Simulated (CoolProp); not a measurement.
A closed Brayton cycle with nitrogen: compressor inlet 325.15 K and 7.2 MPa, high pressure 18.1 MPa, turbine inlet 775 K, compressor efficiency 0.85, turbine efficiency 0.85, recuperator effectiveness 0 (on enthalpy, no pinch check). Each further row changes one setting.

Values from CoolProp's reference Helmholtz-energy equation of state, Span 2000.

| case | thermal efficiency (%) | net work (kJ/kg) | compressor to turbine work | compressor exit (K) | turbine exit (K) |
|---|---|---|---|---|---|
| as stated | 11.3 | 42.4 | 0.75 | 442.0 | 629.4 |
| turbine inlet 725 K | 9.9 | 31.6 | 0.80 | 442.0 | 587.4 |
| compressor inlet 335.15 K | 10.6 | 38.3 | 0.77 | 455.4 | 629.4 |
| high pressure 15.4 MPa | 10.1 | 40.5 | 0.71 | 419.2 | 652.7 |
| recuperator effectiveness 0.5 | 15.5 | 42.4 | 0.75 | 442.0 | 629.4 |
